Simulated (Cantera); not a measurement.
## Dilute partial oxidation

An isothermal, constant-pressure homogeneous reactor starts with 0.506 % CH3OH, 0.248 % O2, 99.2 % N2, equivalence ratio 3.1, at 1325 K and 840000 Pa.

Model: GRI-Mech 3.0 (53 species, 325 reactions), integrated in Cantera. GRI-Mech 3.0 was tuned for natural gas; its chemistry of methanol as a main component is partial and can be far from experiment.

```csv
t (s),x CH3OH,x O2,x HCN,x NO,x C2H
5.00e-6,0.00506,0.00248,<1e-12,<1e-12,<1e-12
1.99e-5,0.00506,0.00248,<1e-12,<1e-12,<1e-12
7.93e-5,0.00505,0.00248,<1e-12,<1e-12,<1e-12
0.000316,0.00497,0.00246,5.42e-12,4.33e-12,<1e-12
0.00126,4.68e-6,0.000936,1.61e-9,2.11e-9,<1e-12
0.00501,6.88e-10,4.64e-8,1.63e-8,5.74e-8,<1e-12
0.0200,1.21e-10,1.45e-8,1.64e-8,4.38e-8,<1e-12
0.0795,2.65e-11,7.46e-9,1.64e-8,3.58e-8,<1e-12
0.317,8.78e-12,3.67e-9,1.64e-8,2.86e-8,<1e-12
1.26,7.14e-12,6.41e-10,1.64e-8,1.63e-8,<1e-12
5.02,6.64e-12,<1e-12,1.64e-8,1.89e-9,<1e-12
20.0,5.87e-12,<1e-12,1.63e-8,5.46e-12,<1e-12
```
x: mole fraction; the columns are a selection and need not sum to one.

Equilibrium at this temperature and pressure: CH3OH <1e-12, O2 <1e-12, HCN 1.17e-8, NO 3.12e-11, C2H <1e-12 (gas phase only).
